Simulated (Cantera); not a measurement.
## CH3SiCl3 + CH4 + H2 + C2H4 (silicon carbide growth)

A closed system holds: 1 mol CH3SiCl3, 0.016 mol CH4, 8.1 mol H2, 0.022 mol C2H4, held at 8000 Pa.

These are equilibrium values from Cantera (NASA tables, ideal gas, pure condensed phases), not measurements of a reactor. Candidate condensed phases: C, C6H6, C7H8, C8H18, Si, SiC; 109 gas species. The feed counts by its element totals alone. The tables' values for SiCl, SiCl3 are old estimates; treat these amounts as uncertain. Gases not in the tables: Si2H6 and higher silanes. The numbers say what is thermodynamically allowed, not how fast it happens.

```tsv
T (°C)	log p H2	log p HCl	log p H	log p SiCl2	log p Cl	log p Si	n C(graphite)	n SiC(s)
1127	-1.23	-1.68	-5.93	-3.98	-6.46	-11.40	0.0920	0.966
1227	-1.23	-1.68	-5.37	-3.76	-5.91	-10.12	0.0927	0.966
1327	-1.23	-1.68	-4.88	-3.57	-5.43	-8.99	0.102	0.957
1427	-1.23	-1.69	-4.45	-3.42	-5.01	-8.00	0.116	0.942
1527	-1.23	-1.69	-4.06	-3.28	-4.64	-7.12	0.133	0.924
1627	-1.23	-1.70	-3.71	-3.17	-4.31	-6.33	0.152	0.902
1727	-1.23	-1.71	-3.40	-3.07	-4.01	-5.62	0.170	0.877
1827	-1.23	-1.72	-3.12	-2.99	-3.74	-4.98	0.186	0.849
1927	-1.23	-1.73	-2.87	-2.92	-3.50	-4.40	0.201	0.815
2027	-1.24	-1.75	-2.63	-2.86	-3.29	-3.87	0.217	0.765
2127	-1.25	-1.78	-2.42	-2.83	-3.10	-3.39	0.248	0.668
```
log p: log10 of the partial pressure in bar; n: condensed amount in mol.

From 1127 °C to 2127 °C the condensed part is C(graphite) + SiC(s). The main Si-bearing gas is SiCl2 throughout.
